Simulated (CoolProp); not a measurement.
The fluid at 298.15 K and 9.39 MPa flows at 0.17 m/s in a round tube of 4.6 mm bore and 0.25 µm roughness, fully developed (64/Re and Nu = 3.66 if laminar; Colebrook and Gnielinski if turbulent). The same conditions are run with several fluids, on thermodynamics alone (safety and materials aside).

Model: reference Helmholtz-energy equation of state of each fluid (methane: Setzmann 1991; nitrogen: Span 2000; CF4 (R14): Platzer 1990; normal hydrogen: Leachman 2009; dry air: Lemmon 2000), in CoolProp. The equations of Platzer and Polt are older, rougher fits. Blends and air are pseudo-pure fits.

```json
[
 {"fluid": "methane", "Reynolds number": "4090", "Darcy friction factor": "0.0397", "pressure drop (Pa/m)": "8.83", "heat-transfer coefficient (W/(m² K))": "140", "mass flow (kg/h)": "0.720"},
 {"fluid": "nitrogen", "Reynolds number": "4200", "Darcy friction factor": "0.0394", "pressure drop (Pa/m)": "13.1", "heat-transfer coefficient (W/(m² K))": "94.0", "mass flow (kg/h)": "1.08"},
 {"fluid": "CF4 (R14)", "Reynolds number": "12400", "Darcy friction factor": "0.0293", "pressure drop (Pa/m)": "43.4", "heat-transfer coefficient (W/(m² K))": "262", "mass flow (kg/h)": "4.81"},
 {"fluid": "normal hydrogen", "Reynolds number": "627", "Darcy friction factor": "0.102", "pressure drop (Pa/m)": "2.32", "heat-transfer coefficient (W/(m² K))": "155", "mass flow (kg/h)": "0.0735"},
 {"fluid": "dry air", "Reynolds number": "4240", "Darcy friction factor": "0.0393", "pressure drop (Pa/m)": "13.7", "heat-transfer coefficient (W/(m² K))": "95.2", "mass flow (kg/h)": "1.13"}
]
```

Transport values come from each fluid's own correlations; those of CF4 (R14) are estimates that may be off by 10 % or more.
